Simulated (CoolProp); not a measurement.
A single-stage vapour-compression cycle with vinyl chloride: evaporating at 279.15 K (dew point), condensing at 299.15 K (bubble point), superheat 8 K, subcooling 0 K, compressor efficiency 0.9, no pressure losses. Each further row changes one setting.

Model: reference Helmholtz-energy equation of state, Thol 2022, in CoolProp.

| case | cooling COP | pressure ratio | discharge temperature (K) | refrigerating effect (kJ/kg) | volumetric capacity (kJ/m³) |
|---|---|---|---|---|---|
| as stated | 11.6 | 1.90 | 321.4 | 316 | 1860 |
| evaporating temperature 284.15 K | 16.0 | 1.60 | (withheld) | (withheld) | 2200 |
| condensing temperature 294.15 K | (withheld) | 1.63 | 313.2 | 323 | 1900 |
| subcooling 5 K | 11.9 | 1.90 | 321.4 | 323 | 1900 |
| superheat 18 K | 11.5 | 1.90 | 331.7 | 324 | (withheld) |
| compressor efficiency 0.8 | 10.3 | 1.90 | 324.9 | 316 | 1860 |

Q: What belongs in the gaps?

A: 
- evaporating temperature 284.15 K, discharge temperature (K): 317.5
- evaporating temperature 284.15 K, refrigerating effect (kJ/kg): 319
- condensing temperature 294.15 K, cooling COP: 15.7
- superheat 18 K, volumetric capacity (kJ/m³): 1830
